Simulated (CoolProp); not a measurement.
Ethane along the isobar 67 bar: Z from the reference equation and from simpler models built on Tc = 32.2 °C, pc = 48.72 bar, ω = 0.099; each cubic takes its own stable root.

Computed with CoolProp (reference Helmholtz-energy equation of state, Bücker 2006).

| T (°C) | phase | reference | Redlich-Kwong | Soave-Redlich-Kwong |
|---|---|---|---|---|
| -73.15 | liquid | 0.2280 | 0.2374 | 0.2361 |
| -65.45 | liquid | 0.2236 | 0.2335 | 0.2319 |
| -57.85 | liquid | 0.2198 | 0.2302 | 0.2285 |
| -50.15 | liquid | 0.2166 | 0.2277 | 0.2257 |
| -42.45 | liquid | 0.2138 | 0.2258 | 0.2237 |
| -34.85 | liquid | 0.2117 | 0.2247 | 0.2224 |
| -27.15 | liquid | 0.2101 | 0.2243 | 0.2218 |
| -19.45 | liquid | 0.2092 | 0.2248 | 0.2222 |
| -11.85 | liquid | 0.2090 | 0.2262 | 0.2235 |
| -4.15 | liquid | 0.2095 | 0.2288 | 0.2261 |
| 3.55 | liquid | 0.2111 | 0.2329 | 0.2302 |
